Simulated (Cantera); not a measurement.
NO annealing gas

An isothermal, constant-pressure homogeneous reactor starts with 73.0 % NO, 27.0 % N₂, at 2073 K and 0.520 bar.

Cantera simulation using GRI-Mech 3.0 (53 species, 325 reactions); the numbers are that mechanism's predictions, not measurements.

| t (s) | x NO | x N₂ | x NO₂ | x N₂O | x O | x O₂ |
|---|---|---|---|---|---|---|
| 0.000400 | 0.729 | 0.270 | 0.000108 | 0.000146 | 0.000126 | 4.60e-5 |
| 0.00189 | 0.727 | 0.271 | 0.000196 | 0.000245 | 0.000213 | 0.000917 |
| 0.00894 | 0.718 | 0.276 | 0.000225 | 0.000240 | 0.000242 | 0.00576 |
| 0.0423 | 0.671 | 0.299 | 0.000314 | 0.000205 | 0.000341 | 0.0287 |
| 0.200 | 0.480 | 0.395 | 0.000414 | 9.79e-5 | 0.000594 | 0.124 |
| 0.946 | 0.115 | 0.577 | 0.000154 | 5.52e-6 | 0.000892 | 0.307 |
| 4.47 | 0.0133 | 0.628 | 1.92e-5 | 4.15e-7 | 0.000959 | 0.358 |
| 21.1 | 0.0109 | 0.629 | 1.57e-5 | 3.93e-7 | 0.000960 | 0.359 |
| 100 | 0.0109 | 0.629 | 1.57e-5 | 3.93e-7 | 0.000960 | 0.359 |
x: mole fraction; the columns are a selection and need not sum to one.

Equilibrium at this temperature and pressure: NO 0.0109, N₂ 0.629, NO₂ 1.57e-5, N₂O 3.93e-7, O 0.000960, O₂ 0.359 (gas phase only).
